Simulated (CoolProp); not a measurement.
Properties of dimethyl carbonate along the isobar 237 bar (Tc = 283.9 °C, pc = 49.09 bar, ω = 0.346).

Values from CoolProp's reference Helmholtz-energy equation of state, Zhou 2011.

| T (°C) | phase | cp (kJ/(kg K)) | cv (kJ/(kg K)) | isothermal compressibility (1/MPa) |
|---|---|---|---|---|
| 196.15 | liquid | 2.146 | 1.646 | 0.002589 |
| 214.75 | liquid | ? | ? | ? |
| 233.45 | liquid | 2.236 | 1.711 | 0.003591 |
| 252.15 | liquid | ? | 1.743 | 0.004292 |
| 270.85 | liquid | 2.341 | 1.775 | 0.005193 |
| 289.45 | supercritical | 2.398 | 1.806 | 0.006355 |
| 308.15 | supercritical | 2.457 | 1.835 | 0.007874 |
| 326.85 | supercritical | 2.514 | 1.863 | ? |

What belongs in the gaps?


- 214.75, cp (kJ/(kg K)): 2.189
- 214.75, cv (kJ/(kg K)): 1.678
- 214.75, isothermal compressibility (1/MPa): 0.003035
- 252.15, cp (kJ/(kg K)): 2.286
- 326.85, isothermal compressibility (1/MPa): 0.009817
